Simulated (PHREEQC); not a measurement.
Dissolve 0.018 mol/kgw FeCl3, 0.093 mol/kgw Na2SeO4 and 0.0088 mol/kgw NaH2PO4 at 25 °C. Closed to the air; pH follows from the charge balance.

All values are PHREEQC results (ion-association model, wateq4f.dat), not measurements.

This is a speciation only: nothing precipitates in the calculation.

**Question.** Order these Fe species by the share of Fe that they hold, largest first: Fe3(OH)4+5, FeH2PO4+2, Fe+3, FeOH+2, Fe2(OH)2+4.

**Answer.** FeH2PO4+2 (49 %), Fe2(OH)2+4 (15 %), FeOH+2 (13 %), Fe+3 (11 %), Fe3(OH)4+5 (6.3 %)

The pH is 2.63 and the ionic strength 0.354 mol/kgw. The solution is supersaturated, for example in Strengite, Hematite (slow to form), so a real one may precipitate; this is no full list. Species that the database lacks are ignored. H3PO4, which wateq4f.dat lacks, is added to it with the constant of phreeqc.dat.
